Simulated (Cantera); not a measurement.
Input (Python, Cantera):

```python
import numpy as np
import cantera as ct

gas = ct.Solution("gri30.yaml")
gas.TPX = 2175, 120000, {'NO': 1, 'N2': 6.8}
reactor = ct.IdealGasConstPressureReactor(gas, energy="off", clone=False)
net = ct.ReactorNet([reactor])
net.rtol, net.atol = 1e-08, 1e-18
show = ['NO', 'O', 'NO2', 'N2O', 'O2']
times = np.geomspace(3e-05, 200, 14)

steps = ct.SolutionArray(gas, extra=["t"])
rows = []
print(f"{'t/s':>10s}{'T/K':>9s}{'P/Pa':>11s}" + "".join(f"{s:>11s}" for s in show))
for t in times:
    while net.time < t:
        t_next = net.step()
        steps.append(gas.state, t=t_next)
    rows.append([np.interp(t, steps.t, y) for y in (steps.T, steps.P, *steps(*show).X.T)])
    print(f"{t:10.3e}{rows[-1][0]:9.1f}{rows[-1][1]:11.4g}" + "".join(f"{x:11.3e}" for x in rows[-1][2:]))
rate = np.gradient(steps.T, steps.t)
print("integrator steps:", len(steps.t))
if steps.T.max() > steps.T[0] + 200:
    print(f"time of steepest temperature rise: {steps.t[rate.argmax()]:.4e} s")
gas.TPX = 2175, 120000, {'NO': 1, 'N2': 6.8}
gas.equilibrate("TP")
print(f"equilibrium (TP): T = {gas.T:.1f} K  " + "  ".join(f"{s} {gas[s].X[0]:.3e}" for s in show))
```

It prints:

```
       t/s      T/K       P/Pa         NO          O        NO2        N2O         O2
 3.000e-05   2175.0    1.2e+05  1.282e-01  2.233e-06  2.301e-07  1.960e-06  1.693e-08
 1.005e-04   2175.0    1.2e+05  1.282e-01  8.432e-06  1.318e-06  5.039e-06  2.127e-07
 3.365e-04   2175.0    1.2e+05  1.281e-01  3.392e-05  6.045e-06  8.377e-06  3.291e-06
 1.127e-03   2175.0    1.2e+05  1.280e-01  9.659e-05  1.753e-05  8.845e-06  5.155e-05
 3.774e-03   2175.0    1.2e+05  1.273e-01  1.259e-04  2.271e-05  8.717e-06  3.831e-04
 1.264e-02   2175.0    1.2e+05  1.248e-01  1.452e-04  2.588e-05  8.374e-06  1.592e-03
 4.233e-02   2175.0    1.2e+05  1.161e-01  1.987e-04  3.341e-05  7.237e-06  5.888e-03
 1.418e-01   2175.0    1.2e+05  8.690e-02  3.186e-04  4.068e-05  4.133e-06  2.044e-02
 4.747e-01   2175.0    1.2e+05  2.945e-02  4.721e-04  2.064e-05  8.275e-07  4.910e-02
 1.590e+00   2175.0    1.2e+05  7.358e-03  5.187e-04  5.678e-06  4.648e-07  6.014e-02
 5.325e+00   2175.0    1.2e+05  6.976e-03  5.194e-04  5.391e-06  4.628e-07  6.033e-02
 1.783e+01   2175.0    1.2e+05  6.976e-03  5.194e-04  5.391e-06  4.628e-07  6.033e-02
 5.972e+01   2175.0    1.2e+05  6.976e-03  5.194e-04  5.391e-06  4.628e-07  6.033e-02
 2.000e+02   2175.0    1.2e+05  6.976e-03  5.194e-04  5.391e-06  4.628e-07  6.033e-02
integrator steps: 959
equilibrium (TP): T = 2175.0 K  NO 6.976e-03  O 5.194e-04  NO2 5.391e-06  N2O 4.628e-07  O2 6.033e-02
```

Cantera simulation using GRI-Mech 3.0 (53 species, 325 reactions); the numbers are that mechanism's predictions, not measurements.
